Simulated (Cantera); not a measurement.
Charge: 1 mol C3H6, 0.019 mol O2, 0.3 mol N2, equilibrated at 0.0980 bar.

Cantera equilibrium calculation (NASA polynomials, part measured and part estimated; ideal gas, pure solids and liquids). Candidate condensed phases: C, C6H6, C7H8, C8H18, H2O; 136 gas species. The numbers say what is thermodynamically allowed, not how fast it happens.

x: gas mole fraction; n: condensed amount in mol.

```csv
T (K),x H2,x N2,x CH4,x CO,x H,x HCN,x C2H2 (acetylene),n C(graphite)
925,0.880,0.0915,0.0172,0.0102,7.80e-10,(withheld),1.12e-10,2.91
1025,0.892,0.0904,0.00574,0.0112,1.31e-8,(withheld),1.97e-9,2.94
1125,0.896,0.0901,0.00227,0.0113,1.34e-7,(withheld),2.06e-8,2.95
1225,0.898,0.0900,0.00104,0.0114,9.43e-7,(withheld),1.46e-7,2.96
1325,0.898,0.0899,0.000531,0.0114,4.95e-6,(withheld),7.64e-7,2.96
1425,0.898,0.0898,0.000298,0.0114,2.07e-5,(withheld),3.17e-6,2.96
1525,0.898,0.0897,0.000180,0.0114,7.16e-5,(withheld),1.09e-5,2.96
1625,0.898,0.0895,0.000116,0.0114,0.000214,(withheld),3.19e-5,2.96
1725,0.897,0.0892,7.88e-5,0.0114,0.000562,(withheld),8.27e-5,2.96
1825,0.896,0.0888,5.58e-5,0.0114,0.00133,(withheld),0.000192,2.95
1925,0.894,0.0882,4.09e-5,0.0114,0.00289,(withheld),0.000409,2.95
2025,0.890,0.0872,3.09e-5,0.0114,0.00580,(withheld),0.000805,2.94
2125,0.883,0.0859,2.38e-5,0.0113,0.0109,(withheld),0.00148,2.93
```

Q: Complete the blanks.

A: 
- 925, x HCN: 4.01e-7
- 1025, x HCN: 2.18e-6
- 1125, x HCN: 8.72e-6
- 1225, x HCN: 2.78e-5
- 1325, x HCN: 7.41e-5
- 1425, x HCN: 0.000172
- 1525, x HCN: 0.000357
- 1625, x HCN: 0.000676
- 1725, x HCN: 0.00119
- 1825, x HCN: 0.00195
- 1925, x HCN: 0.00305
- 2025, x HCN: 0.00453
- 2125, x HCN: 0.00645
